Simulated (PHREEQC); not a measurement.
Copper plating or etch bath

Dissolve 8.2 mmol/kgw Cu(BF4)2, 55 mmol/kgw HNO3 and 2.2 mmol/kgw Na2SO4 at 40 °C. Closed to the air; pH follows from the charge balance.

The numbers come from PHREEQC with the ion-association model, phreeqc.dat.

Precipitation was switched off in this run.

### Question
What pH, ionic strength, density does the model give?

### Answer
pH 1.37; ionic strength 0.0801 mol/kgw; density 0.996 g/cm³.

### Question
In which forms is B present?

### Answer
BF4- 80 %, H3BO3 16 %, BF3OH- 3.5 %, BF2(OH)2- 0.7 % of the B.

At this temperature some constants are extrapolated from 25 °C, and those without enthalpy data are left unchanged. Real BF4- forms and hydrolyses slowly; the run takes it at equilibrium.
